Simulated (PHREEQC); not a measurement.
# Single salt, acid or base with nickel, zinc or cadmium bath (model solution)

Solution A (0.0025 mol/kgw CsCl) is mixed with solution B (15 mmol/kgw ZnSO4, 0.17 mmol/kgw H3BO3 and 72 mmol/kgw NiCl2) at 60 °C; shares are by mass of water, 1 kg in all. Oxygen alone is held at its pressure in air (log pO2 = -0.68). The system is closed to CO2. Only these solids could form: Zn(OH)2-e, Zn4(OH)6SO4, Zn5(OH)8Cl2, Ni(OH)2, Ni4(OH)6SO4, Goslarite, Morenosite.

All values are PHREEQC results (ion-association model, wateq4f.dat), not measurements.

Question: Predict Ni+2 (mol/kgw), Zn+2 (mol/kgw), NiSO4 (mol/kgw) at share of solution B = 0.7, 0.9.

Answer: 
| share of solution B | Ni+2 (mol/kgw) | Zn+2 (mol/kgw) | NiSO4 (mol/kgw) |
|---|---|---|---|
| 0.7 | 0.0424 | 0.00703 | 0.00458 |
| 0.9 | 0.0534 | 0.00861 | 0.00611 |

Constants without temperature data keep their 25 °C values here.
